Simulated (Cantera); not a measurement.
Input: 1 mol ZrO₂, 2.5 mol H₂, 1.2 mol H₂O, at 1623.15 K and 2.20 mbar.

Cantera equilibrium calculation (NASA polynomials, part measured and part estimated; ideal gas, pure solids and liquids). Candidate condensed phases: H₂O, Zr, ZrO₂; 12 gas species. Kinetics and transport are ignored.

Base state: H₂ 0.675, H₂O 0.324, H 0.00121, OH 2.44e-5 (mole fractions); condensed: ZrO₂(tetragonal).

What changes in the equilibrium state with this change: ZrO₂ replaced by Fe₂O₃?


```tsv
species	before	after
H₂O	0.324	0.594
H₂	0.675	0.404
H	0.00121	0.000939
Fe	0	0.000242
Fe(OH)₂	0	2.74e-5
OH	2.44e-5	5.78e-5
ZrO₂(tetragonal), mol	1.00	0
FeO(s), mol	0	2.00
```
The tables' stoichiometric FeO is somewhat more stable than real wüstite, so its field is too wide. FeO: taken at fixed stoichiometry. Further candidate phases: Fe, FeO, Fe(OH)₂, Fe(OH)₃, Fe₂O₃, Fe₃O₄.
